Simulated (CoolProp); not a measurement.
Saturation properties of R13.

The numbers come from the reference Helmholtz-energy equation of state, Platzer 1990 in CoolProp. This equation is an older, rougher fit; its heat capacities, sound speeds and derivatives of the liquid may be far off and weren't checked against measurements.

| T (K) | p (MPa) | vapour density (kg/m³) | enthalpy of vaporisation (kJ/kg) |
|---|---|---|---|
| 227.9 | 0.4999 | 31.46 | 129.3 |
| 231.2 | 0.5630 | 35.34 | 127.1 |
| 234.5 | 0.6317 | 39.59 | 124.8 |
| 237.9 | 0.7088 | 44.41 | 122.4 |
| 241.2 | 0.7900 | 49.53 | 120.0 |
| 244.5 | 0.8779 | 55.14 | 117.4 |
| 247.9 | 0.9757 | 61.48 | 114.7 |
| 251.2 | 1.078 | 68.23 | 112.0 |
| 254.5 | 1.188 | 75.63 | 109.1 |
| 257.8 | 1.306 | 83.76 | 106.1 |
| 261.2 | 1.436 | 92.98 | 102.8 |
| 264.5 | 1.572 | 102.9 | 99.46 |
| 267.8 | 1.716 | 113.8 | 95.92 |
| 271.2 | 1.875 | 126.3 | 92.03 |
| 274.5 | 2.039 | 140.0 | 88.00 |

It boils at 191.7 K under 1 atm.
